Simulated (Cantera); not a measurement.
# Fluorocarbon and chlorocarbon gases: CHF3 + F2 + H2

Input: 1 mol CHF3, 0.011 mol F2, 15 mol H2, at 0.100 bar.

Cantera equilibrium calculation (NASA polynomials, part measured and part estimated; ideal gas, pure solids and liquids). Candidate condensed phases: C, C6H6, C7H8, C8H18; 95 gas species. Rates play no part.

```json
[
 {"T (K)": "2500", "x H2": "0.751", "x H": "0.0689", "x HF": "0.171", "x C2H2 (acetylene)": "0.00813", "x C2H": "5.35e-5", "x C3": "4.97e-6", "n C(graphite)": "0.708"},
 {"T (K)": "2575", "x H2": "0.726", "x H": "0.0933", "x HF": "0.169", "x C2H2 (acetylene)": "0.0107", "x C2H": "0.000115", "x C3": "1.54e-5", "n C(graphite)": "0.608"},
 {"T (K)": "2650", "x H2": "0.696", "x H": "0.124", "x HF": "0.167", "x C2H2 (acetylene)": "0.0137", "x C2H": "0.000235", "x C3": "4.47e-5", "n C(graphite)": "0.484"},
 {"T (K)": "2725", "x H2": "0.659", "x H": "0.160", "x HF": "0.163", "x C2H2 (acetylene)": "0.0170", "x C2H": "0.000458", "x C3": "0.000122", "n C(graphite)": "0.331"},
 {"T (K)": "2800", "x H2": "0.615", "x H": "0.203", "x HF": "0.159", "x C2H2 (acetylene)": "0.0205", "x C2H": "0.000855", "x C3": "0.000316", "n C(graphite)": "0.144"},
 {"T (K)": "2875", "x H2": "0.568", "x H": "0.252", "x HF": "0.155", "x C2H2 (acetylene)": "0.0222", "x C2H": "0.00140", "x C3": "0.000682", "n C(graphite)": "0"},
 {"T (K)": "2950", "x H2": "0.519", "x H": "0.308", "x HF": "0.149", "x C2H2 (acetylene)": "0.0201", "x C2H": "0.00191", "x C3": "0.00111", "n C(graphite)": "0"},
 {"T (K)": "3025", "x H2": "0.465", "x H": "0.368", "x HF": "0.143", "x C2H2 (acetylene)": "0.0176", "x C2H": "0.00247", "x C3": "0.00172", "n C(graphite)": "0"}
]
```
x: gas mole fraction; n: condensed amount in mol.

From 2500 K to 2800 K the condensed part is C(graphite). From 2875 K to 3025 K nothing is condensed. The main C-bearing gas is C2H2 (acetylene) throughout.
